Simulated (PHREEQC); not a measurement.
1.1 g of hydrous ferric oxide (600 m²/g; 0.2 weak and 0.005 strong sites per Fe, Dzombak-Morel constants, diffuse double layer) in 1 kg of water with 0.05 mol/kgw of an inert sodium salt and 8.5e-05 mol Ag2SO4 and 0.0041 mol NaH2PO4, at 25 °C; the pH is set by adding NaOH or the inert anion's acid. O2 is buffered at 0.21 atm. The system is closed to CO2. Precipitation was switched off in this run.

Base run: PHREEQC, ion-association model, wateq4f.dat. Each further column changes one thing. The table gives P sorbed (%).

```tsv
pH	base	no electrostatic term (-no_edl)	background salt from 0.05 to 0.005 mol/kgw	oxide from 1.1 to 5.5 g/kgw
4	59.4	58.8	59.6	100.0
4.67	58.8	58.8	…	100.0
5.33	57.4	59.0	57.2	100.0
6	54.6	59.5	54.2	100.0
6.67	49.5	59.9	48.9	100.0
7.33	41.9	60.0	41.0	99.8
8	33.8	59.9	32.8	98.0
8.67	24.5	59.7	…	…
9.33	14.5	58.8	13.5	…
10	6.7	55.5	5.6	29.4
10.67	1.7	46.2	1.2	8.1
11.33	0.2	27.6	0.2	1.2
12	0.0	6.5	0.0	0.1
```

Task: Some entries are withheld; supply them.

Result: 
- 4.67, background salt from 0.05 to 0.005 mol/kgw: 58.9
- 8.67, background salt from 0.05 to 0.005 mol/kgw: 23.6
- 8.67, oxide from 1.1 to 5.5 g/kgw: 85.9
- 9.33, oxide from 1.1 to 5.5 g/kgw: 58.6

H3PO4, which wateq4f.dat lacks, is added to it with the constant of phreeqc.dat. The database has no phosphate complexes of Ag. In at least one series the solution becomes supersaturated in solids that the run did not let form, among them Ag2O.
